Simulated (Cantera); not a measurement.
Feed: 1 mol SiF4, 1700 mol H2, equilibrated at 1048.15 K and 105 Torr.

Cantera equilibrium calculation (NASA polynomials, part measured and part estimated; ideal gas, pure solids and liquids). Candidate condensed phases: Si; 25 gas species. Rates play no part.

Task: What is the equilibrium state?

Result: 
```
Property                             Value
--------------------------------  --------
x(H2)                                0.999
x(SiF4)                           0.000537
x(HF)                              5.26e-5
x(SiHF3)                           4.68e-5
x(SiH2F2)                          2.11e-6
x(SiF3)                            1.49e-6
gas amount                        1701 mol
log10 activity of Si(s) (absent)     -2.74
```
